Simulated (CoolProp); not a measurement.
A simple Rankine cycle with isobutene: condensing at 331.15 K, boiler at 3.11 MPa, turbine inlet 549 K, turbine efficiency 0.75, pump efficiency 0.6, no recuperator. Each further row changes one setting.

Values from CoolProp's reference Helmholtz-energy equation of state, Lemmon 2005. It is a short technical equation, of lower accuracy than the large ones.

```tsv
case	thermal efficiency (%)	net work (kJ/kg)	heat in (kJ/kg)	turbine exit temperature (K)	volume ratio over the turbine
as stated	[?]	70.1	766	506.9	4.18
condensing temperature 323.15 K	10.2	[?]	786	501.8	5.07
boiler pressure 2.18 MPa	7.1	55.5	[?]	518.5	2.90
turbine efficiency 0.65	7.8	[?]	766	511.2	4.22
```

**Question.** Fill in the missing entries.

**Answer.** 
- as stated, thermal efficiency (%): 9.1
- condensing temperature 323.15 K, net work (kJ/kg): 80.3
- boiler pressure 2.18 MPa, heat in (kJ/kg): 779
- turbine efficiency 0.65, net work (kJ/kg): 59.8
